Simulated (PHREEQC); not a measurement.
Ca(OH)2 is added in steps, without added water, to 1 kg of water holding 0.0022 mol Rb2SO4, at 25 °C. Oxygen alone is held at its pressure in air (log pO2 = -0.68). The system is closed to CO2. The run lets Gypsum, Portlandite precipitate or redissolve, and no other solid.

Base run: PHREEQC, ion-association model, wateq4f.dat. Each further column changes one thing. The table gives CaSO4 (mol/kgw).

```csv
Ca(OH)2 added (mol),base,Rb2SO4 replaced by CdSO4 at the same molality,Rb2SO4 from 0.0022 to 0.0011 mol/kgw,Rb2SO4 from 0.0022 to 0.0044 mol/kgw,no solid may form
0,0,0,0,0,0
0.0008125,0.000130,0.000122,7.92e-5,0.000196,0.000130
0.002031,0.000275,0.000313,0.000158,0.000438,0.000275
0.002844,0.000349,0.000400,0.000196,0.000571,0.000349
0.004063,0.000437,0.000489,0.000240,0.000738,0.000437
0.004875,0.000484,0.000536,0.000263,0.000833,0.000484
0.006094,0.000544,0.000594,0.000291,0.000955,0.000544
0.006906,0.000577,0.000626,0.000307,0.00102,0.000577
0.008125,0.000621,0.000667,0.000328,0.00112,0.000621
0.008937,0.000646,0.000691,0.000340,0.00117,0.000646
0.01016,0.000679,0.000722,0.000355,0.00124,0.000679
0.01097,0.000699,0.000741,0.000364,0.00129,0.000699
0.01219,0.000725,0.000765,0.000377,0.00134,0.000725
0.013,0.000741,0.000780,0.000384,0.00138,0.000741
```

 Solids allowed in the column 'Rb2SO4 replaced by CdSO4 at the same molality': Gypsum, Portlandite, Cd(OH)2.
